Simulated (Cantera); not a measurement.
Feed: 1 mol BCl₃, 0.46 mol N₂, 52 mol H₂, at 952 °C.

Equilibrium computed with Cantera from the NASA thermochemical tables; the gas is ideal and each condensed phase is pure. Candidate condensed phases: B, BN, NH₄Cl; 21 gas species. N₂ is the only nitrogen source here; it is nearly inert below about 1500 K, so the nitride shown seldom forms there in practice. Mutual solubility and eutectic melting of coexisting phases are not modelled. The tables' values for BCl are old estimates; treat these amounts as uncertain. Gases not in the tables: BHCl₂. The numbers say what is thermodynamically allowed, not how fast it happens.

x: gas mole fraction; n: condensed amount in mol.

| P (Pa) | x H₂ | x HCl | x BCl₃ | x H | x BCl | x BCl₂ | n B(s) | n BN(s) |
|---|---|---|---|---|---|---|---|---|
| 10 | 0.944 | 0.0559 | 5.62e-5 | 3.03e-5 | 2.08e-5 | 2.69e-6 | 0.0757 | 0.920 |
| 46 | 0.944 | 0.0557 | (withheld) | (withheld) | 9.69e-6 | 2.67e-6 | 0.0729 | 0.920 |
| 220 | 0.944 | 0.0553 | 0.000255 | 6.46e-6 | 4.40e-6 | 2.63e-6 | 0.0660 | 0.920 |
| 1000 | 0.945 | 0.0545 | 0.000521 | 3.03e-6 | 2.03e-6 | 2.56e-6 | 0.0519 | 0.920 |
| 4600 | 0.946 | 0.0530 | 0.00103 | 1.41e-6 | 9.21e-7 | 2.41e-6 | 0.0249 | 0.920 |
| 22000 | 0.947 | 0.0516 | 0.00149 | (withheld) | 2.96e-7 | 1.65e-6 | 0 | 0.920 |
| 100000 | 0.947 | 0.0516 | 0.00150 | 3.03e-7 | 6.52e-8 | 7.75e-7 | 0 | 0.920 |

### Question
Complete the blanks.

### Answer

- 22000, x H: 6.47e-7
- 46, x BCl₃: 0.000119
- 46, x H: 1.41e-5
